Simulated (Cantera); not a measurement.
# Oxide etching and cleaning by halides: Fe2O3 + Cl2 + N2

Charge: 1 mol Fe2O3, 2.3 mol Cl2, 0.04 mol N2, equilibrated at 0.00133 bar.

Equilibrium computed with Cantera from the NASA thermochemical tables; the gas is ideal and each condensed phase is pure. Candidate condensed phases: Fe, FeCl2, FeCl3, FeO, Fe2O3, Fe3O4; 19 gas species. The tables' stoichiometric FeO is somewhat more stable than real wüstite, so its field is too wide. FeO: taken at fixed stoichiometry. Equilibrium is a limit: real reactors are often held back by kinetics, nucleation or transport.

```json
[
 {"T (°C)": "1027", "x FeCl2": "0.399", "x O2": "0.342", "x Cl": "0.101", "x Cl2": "0.0887", "x FeCl3": "0.0571", "x N2": "0.0108", "n Fe2O3(s)": "0.159", "n Fe3O4(s)": "0", "n FeO(l)": "0"},
 {"T (°C)": "1077", "x FeCl2": "0.447", "x O2": "0.358", "x Cl": "0.109", "x Cl2": "0.0438", "x FeCl3": "0.0308", "x N2": "0.0103", "n Fe2O3(s)": "0.0712", "n Fe3O4(s)": "0", "n FeO(l)": "0"},
 {"T (°C)": "1127", "x FeCl2": "0.472", "x O2": "0.366", "x Cl": "0.114", "x Cl2": "0.0213", "x FeCl3": "0.0160", "x N2": "0.00994", "n Fe2O3(s)": "0.0226", "n Fe3O4(s)": "0", "n FeO(l)": "0"},
 {"T (°C)": "1177", "x FeCl2": "0.481", "x O2": "0.368", "x Cl": "0.121", "x Cl2": "0.0115", "x FeCl3": "0.00862", "x N2": "0.00978", "n Fe2O3(s)": "0", "n Fe3O4(s)": "0.00336", "n FeO(l)": "0"},
 {"T (°C)": "1227", "x FeCl2": "0.484", "x O2": "0.366", "x Cl": "0.129", "x Cl2": "0.00648", "x FeCl3": "0.00480", "x N2": "0.00968", "n Fe2O3(s)": "0", "n Fe3O4(s)": "7.06e-5", "n FeO(l)": "0"},
 {"T (°C)": "1277", "x FeCl2": "0.483", "x O2": "0.364", "x Cl": "0.136", "x Cl2": "0.00378", "x FeCl3": "0.00275", "x N2": "0.00961", "n Fe2O3(s)": "0", "n Fe3O4(s)": "0.000534", "n FeO(l)": "0"},
 {"T (°C)": "1327", "x FeCl2": "0.481", "x O2": "0.362", "x Cl": "0.143", "x Cl2": "0.00227", "x FeCl3": "0.00163", "x N2": "0.00955", "n Fe2O3(s)": "0", "n Fe3O4(s)": "0.00298", "n FeO(l)": "0"},
 {"T (°C)": "1377", "x FeCl2": "0.478", "x O2": "0.359", "x Cl": "0.151", "x Cl2": "0.00141", "x FeCl3": "0.000990", "x N2": "0.00950", "n Fe2O3(s)": "0", "n Fe3O4(s)": "0.00649", "n FeO(l)": "0"},
 {"T (°C)": "1427", "x FeCl2": "0.474", "x O2": "0.356", "x Cl": "0.158", "x Cl2": "0.000897", "x FeCl3": "0.000619", "x N2": "0.00944", "n Fe2O3(s)": "0", "n Fe3O4(s)": "0.0106", "n FeO(l)": "0"},
 {"T (°C)": "1477", "x FeCl2": "0.470", "x O2": "0.353", "x Cl": "0.164", "x Cl2": "0.000586", "x FeCl3": "0.000397", "x N2": "0.00938", "n Fe2O3(s)": "0", "n Fe3O4(s)": "0.0150", "n FeO(l)": "0"},
 {"T (°C)": "1527", "x FeCl2": "0.466", "x O2": "0.350", "x Cl": "0.171", "x Cl2": "0.000392", "x FeCl3": "0.000261", "x N2": "0.00932", "n Fe2O3(s)": "0", "n Fe3O4(s)": "0.0195", "n FeO(l)": "0"},
 {"T (°C)": "1577", "x FeCl2": "0.462", "x O2": "0.346", "x Cl": "0.178", "x Cl2": "0.000268", "x FeCl3": "0.000175", "x N2": "0.00925", "n Fe2O3(s)": "0", "n Fe3O4(s)": "0.0239", "n FeO(l)": "0"},
 {"T (°C)": "1627", "x FeCl2": "0.453", "x O2": "0.343", "x Cl": "0.189", "x Cl2": "0.000195", "x FeCl3": "0.000121", "x N2": "0.00913", "n Fe2O3(s)": "0", "n Fe3O4(s)": "0", "n FeO(l)": "0.0939"}
]
```
x: gas mole fraction; n: condensed amount in mol.

From 1027 °C to 1127 °C the condensed part is Fe2O3(s). From 1177 °C to 1577 °C the condensed part is Fe3O4(s). At 1627 °C the condensed part is FeO(l). The main Fe-bearing gas is FeCl2 throughout. The share of Fe in condensed phases is highest at 1027 °C (15.9 %) and lowest at 1227 °C (0.0 %).
